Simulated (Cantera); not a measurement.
A perfectly stirred reactor is fed with H2 : O2 : N2 = 0.72 : 1 : 13 (molar parts), equivalence ratio 0.36, at 0.132 atm; it is held at 1400 K, and followed from long to short residence time.

Model: the H2/O2 subset of GRI-Mech 3.0, which has no nitrogen chemistry, integrated in Cantera. The temperature is held fixed by assumption; the heat of reaction is taken as removed at once.

Question: What does this change do: temperature 1400 to 848 K?

Answer: 
```csv
quantity,before,after
x(H2) at τ = 3.10 s,7.49e-5,0.00200
x(O2) at τ = 3.10 s,0.0445,0.0455
x(H) at τ = 3.10 s,2.35e-5,5.32e-6
x(HO2) at τ = 3.10 s,4.75e-7,5.70e-6
x(O) at τ = 3.10 s,0.000119,8.18e-6
x(H2) at τ = 0.120 s,0.000617,0.00686
x(O2) at τ = 0.120 s,0.0442,0.0478
x(H) at τ = 0.120 s,0.000579,0.000120
x(HO2) at τ = 0.120 s,1.51e-6,7.81e-6
x(O) at τ = 0.120 s,0.00101,6.12e-5
```
Radical loss at walls, strong at low pressure, is not modelled. Below about 950 K walls govern HO2 and H2O2 in real vessels.
